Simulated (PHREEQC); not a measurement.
**Leach liquor: an equilibrium model**

Solution (25 °C and 300 atm): 0.023 mol/kgw H2SO4 and 0.0003 mol/kgw ZnSO4. Closed to the air; pH follows from the charge balance.

Model: ion-association model, phreeqc.dat, run in PHREEQC.

```
Property                       Value
--------------------  --------------
pH                              1.54
ionic strength        0.0447 mol/kgw
specific conductance     12200 µS/cm
total alkalinity        -46.0 meq/kg
```

```json
[
 {"species": "H+", "molality": "0.0334", "activity": "0.0288", "log γ": "-0.065"},
 {"species": "HSO4-", "molality": "0.0126", "activity": "0.0104", "log γ": "-0.081"},
 {"species": "SO4-2", "molality": "0.0106", "activity": "0.00512", "log γ": "-0.317"},
 {"species": "Zn+2", "molality": "0.000205", "activity": "9.93e-5", "log γ": "-0.316"},
 {"species": "ZnSO4", "molality": "8.16e-5", "activity": "8.24e-5", "log γ": "0.004"},
 {"species": "Zn(SO4)2-2", "molality": "1.30e-5", "activity": "6.15e-6", "log γ": "-0.324"}
]
```

Precipitation was switched off in this run. Complexes and solids missing from the database can't appear. Under pressure, the constants of complexes without a molar volume in the database are unreliable.
